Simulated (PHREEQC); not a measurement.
A solution holds 5.3 mol/kgw NaBr, 0.11 mol/kgw Na2SO4 and 0.73 mol/kgw MgCl2, at 25 °C. Closed to the air; pH follows from the charge balance.

All values are PHREEQC results (Pitzer model, pitzer.dat), not measurements.

```csv
quantity,before,after
HSO4- (mol/kgw),1.33e-6,4.97e-7
SI of Thenardite (Na2SO4),-0.72,-1.51
SI of Mirabilite (Na2SO4:10H2O),-1.45,-1.39
```

### Question
What was changed between the two runs?
A. diluted 5-fold with water
B. NaBr from 5.3 to 2.65 mol/kgw
C. diluted 100-fold with water
D. MgCl2 left out

### Answer
B, NaBr from 5.3 to 2.65 mol/kgw

This is a speciation only: nothing precipitates in the calculation.
